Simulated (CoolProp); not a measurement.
A single-stage vapour-compression cycle with CH2F2 (R32): evaporating at 223.15 K (dew point), condensing at 283.15 K (bubble point), superheat 8 K, subcooling 5 K, compressor efficiency 0.6, no pressure losses. Each further row changes one setting.

The numbers come from the reference Helmholtz-energy equation of state, Tillner-Roth 1997 in CoolProp.

```json
[
 {"case": "as stated", "cooling COP": "1.71", "pressure ratio": "10.0", "discharge temperature (K)": "431.1", "refrigerating effect (kJ/kg)": "(withheld)", "volumetric capacity (kJ/m³)": "915"},
 {"case": "evaporating temperature 228.15 K", "cooling COP": "1.96", "pressure ratio": "(withheld)", "discharge temperature (K)": "(withheld)", "refrigerating effect (kJ/kg)": "(withheld)", "volumetric capacity (kJ/m³)": "1160"},
 {"case": "condensing temperature 278.15 K", "cooling COP": "(withheld)", "pressure ratio": "8.64", "discharge temperature (K)": "(withheld)", "refrigerating effect (kJ/kg)": "304", "volumetric capacity (kJ/m³)": "942"},
 {"case": "subcooling 10 K", "cooling COP": "(withheld)", "pressure ratio": "10.0", "discharge temperature (K)": "431.1", "refrigerating effect (kJ/kg)": "304", "volumetric capacity (kJ/m³)": "942"}
]
```

**Question.** Fill in the missing entries.

**Answer.** 
- as stated, refrigerating effect (kJ/kg): 295
- evaporating temperature 228.15 K, pressure ratio: 7.87
- evaporating temperature 228.15 K, discharge temperature (K): 414.9
- evaporating temperature 228.15 K, refrigerating effect (kJ/kg): 298
- condensing temperature 278.15 K, cooling COP: 1.91
- condensing temperature 278.15 K, discharge temperature (K): 417.2
- subcooling 10 K, cooling COP: 1.76
